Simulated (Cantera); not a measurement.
Input: 1 mol SiH4, 16 mol N2, 5.7 mol H2, 39 mol NH3, at 902 °C and 0.0100 bar.

Cantera equilibrium calculation (NASA polynomials, part measured and part estimated; ideal gas, pure solids and liquids). Candidate condensed phases: Si, Si3N4; 18 gas species. Kinetics and transport are ignored.

Problem. What is the equilibrium state?

Solution. 
- x(H2): 0.655
- x(N2): 0.345
- n(Si3N4(s)): 0.333 mol
- gas amount: 101.0 mol
- log10 activity of Si(s) (absent): -3.62
